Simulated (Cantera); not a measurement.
Mixture: 24.9 % H2, 15.8 % O2, 59.3 % N2, equivalence ratio 0.79, at 5.00 bar, adiabatic and at constant pressure. Ignition delay is the time to a rise of 400 K.

Model: the H2/O2 subset of GRI-Mech 3.0, which has no nitrogen chemistry, integrated in Cantera. The hydrogen kinetics of GRI-Mech 3.0 are dated; newer H2 mechanisms differ, most at raised pressure.

### Question
Predict: delay at 950 K; delay at 1050 K; delay at 1150 K; delay at 1250 K; apparent activation energy between 1200 and 1300 K.

### Answer
```json
{
 "delay at 950 K": "47.0 ms",
 "delay at 1050 K": "2.92 ms",
 "delay at 1150 K": "42.5 µs",
 "delay at 1250 K": "9.55 µs",
 "apparent activation energy between 1200 and 1300 K": "110 kJ/mol"
}
```
